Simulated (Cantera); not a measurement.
A freely propagating, adiabatic, planar premixed flame of CH4 : O2 : N2 = 1 : 2.08 : 7.83 (molar parts), equivalence ratio 0.96, unburnt at 673 K and 2.10 bar; mixture-averaged transport, grid criteria slope 0.08 and curve 0.16, no radiation.

Model: GRI-Mech 3.0 (53 species, 325 reactions), integrated in Cantera. Burning velocities carry a grid error of a few per cent, more on coarse grids.

Task: How do the results move with these cheaper or finer settings: unity-Lewis-number transport; multicomponent transport; multicomponent+Soret transport; grid criteria slope 0.5, curve 1; grid criteria slope 0.25, curve 0.5; grid criteria slope 0.03, curve 0.06?

Result: 
| setting | laminar burning velocity | thermal thickness | peak x(C2H) | peak x(C2H2) | grid points |
|---|---|---|---|---|---|
| as above | 131 cm/s | 0.173 mm | 4.50e-7 | 0.000160 | 142 |
| unity-Lewis-number transport | 100.0 cm/s | 0.189 mm | 3.82e-7 | 0.000120 | 132 |
| multicomponent transport | 132 cm/s | 0.176 mm | 4.59e-7 | 0.000164 | 142 |
| multicomponent+Soret transport | 130 cm/s | 0.176 mm | 4.29e-7 | 0.000154 | 144 |
| grid criteria slope 0.5, curve 1 | 146 cm/s | 0.190 mm | 4.45e-7 | 0.000158 | 41 |
| grid criteria slope 0.25, curve 0.5 | 137 cm/s | 0.179 mm | 4.47e-7 | 0.000158 | 60 |
| grid criteria slope 0.03, curve 0.06 | 129 cm/s | 0.172 mm | 4.50e-7 | 0.000161 | 362 |
The base run took roughly 18 core-seconds.
Unity Lewis numbers drop preferential diffusion, which matters most where H2 and H carry the flame; Soret adds thermal diffusion.
